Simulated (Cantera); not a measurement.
Charge: 1 mol Si, 0.23 mol CO₂, 3.7 mol H₂, equilibrated at 0.100 bar.

These are equilibrium values from Cantera (NASA tables, ideal gas, pure condensed phases), not measurements of a reactor. Candidate condensed phases: C, C₆H₆, C₇H₈, C₈H₁₈, H₂O, Si, SiC, SiO₂; 123 gas species. Mutual solubility and eutectic melting of coexisting phases are not modelled. The tables hold silica as quartz up to 1696 K and as liquid above; real silica turns to tridymite and cristobalite and melts near 1996 K. Gases not in the tables: Si₂H₆ and higher silanes. The numbers say what is thermodynamically allowed, not how fast it happens.

Question: Which condensed phases are stable at each of these points (T (°C)): 650, 750, 850, 950, 1050, 1150, 1250, 1350, 1450, 1550, 1650, 1750?

Answer: 
```tsv
T (°C)	condensed phases	Si condensed (%)
650	Si(s) + SiC(s) + SiO₂(β-quartz)	100.0
750	Si(s) + SiC(s) + SiO₂(β-quartz)	100.0
850	Si(s) + SiC(s) + SiO₂(β-quartz)	100.0
950	Si(s) + SiC(s) + SiO₂(β-quartz)	100.0
1050	Si(s) + SiC(s) + SiO₂(β-quartz)	100.0
1150	Si(s) + SiC(s) + SiO₂(β-quartz)	99.6
1250	Si(s) + SiC(s) + SiO₂(β-quartz)	97.1
1350	Si(s) + SiC(s) + SiO₂(β-quartz)	84.2
1450	Si(l) + SiC(s)	56.7
1550	Si(l) + SiC(s)	58.9
1650	Si(l) + SiC(s)	62.0
1750	Si(l) + SiC(s)	65.9
```

From 650 °C to 1350 °C the condensed part is Si(s) + SiC(s) + SiO₂(β-quartz). From 1450 °C to 1750 °C the condensed part is Si(l) + SiC(s).
